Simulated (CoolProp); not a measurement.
The numbers come from the reference Helmholtz-energy equation of state, Fiedler 2023 in CoolProp.

Q: Give the vapour pressure (bar), vapour density (kg/m³) of saturated tetrahydrofuran at 21.25, 50.05, 107.55 °C.

A: 
```tsv
T (°C)	p (bar)	vapour density (kg/m³)
21.25	0.183	0.543
50.05	0.588	1.61
107.55	3.30	8.06
```
